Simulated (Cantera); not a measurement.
Feed: 1 mol Si, 13 mol H2O, 13 mol CO, held at 1500000 Pa.

Method: chemical equilibrium by Gibbs-energy minimisation in Cantera with the NASA 1993 tables (ideal gas, pure condensed phases). Candidate condensed phases: C, C6H6, C7H8, C8H18, H2O, Si, SiC, SiO2; 123 gas species. The tables hold silica as quartz up to 1696 K and as liquid above; real silica turns to tridymite and cristobalite and melts near 1996 K. Gases not in the tables: Si(OH)4. Rates play no part.

x: gas mole fraction; n: condensed amount in mol.

| T (°C) | x CO2 | x H2O | x CO | x H2 | x CH4 | x C2H6 | n C(graphite) | n SiO2(α-quartz) | n SiO2(β-quartz) |
|---|---|---|---|---|---|---|---|---|---|
| 552 | 0.406 | 0.390 | 0.0245 | 0.0839 | 0.0956 | 3.02e-6 | 2.70 | 1.00 | 0 |
| 652 | 0.371 | 0.308 | 0.0907 | 0.152 | 0.0788 | 3.54e-6 | 1.62 | 0 | 1.00 |
| 752 | 0.284 | 0.227 | 0.216 | 0.225 | 0.0476 | 2.20e-6 | 0 | 0 | 1.00 |
| 852 | (withheld) | 0.224 | (withheld) | 0.266 | (withheld) | (withheld) | 0 | 0 | 1.00 |
| 952 | (withheld) | 0.236 | 0.310 | 0.263 | (withheld) | (withheld) | 0 | 0 | 1.00 |
| 1052 | 0.174 | 0.249 | 0.326 | 0.250 | 0.000223 | 3.08e-10 | 0 | 0 | 1.00 |
| 1152 | 0.162 | 0.261 | 0.338 | 0.239 | 4.55e-5 | 2.15e-11 | 0 | 0 | 1.00 |

**Question.** What belongs in the gaps?

**Answer.** 
- 952, x CO2: 0.190
- 952, x CH4: 0.00139
- 952, x C2H6: 6.55e-9
- 852, x CO2: 0.217
- 852, x CO: 0.283
- 852, x CH4: 0.00989
- 852, x C2H6: 1.73e-7
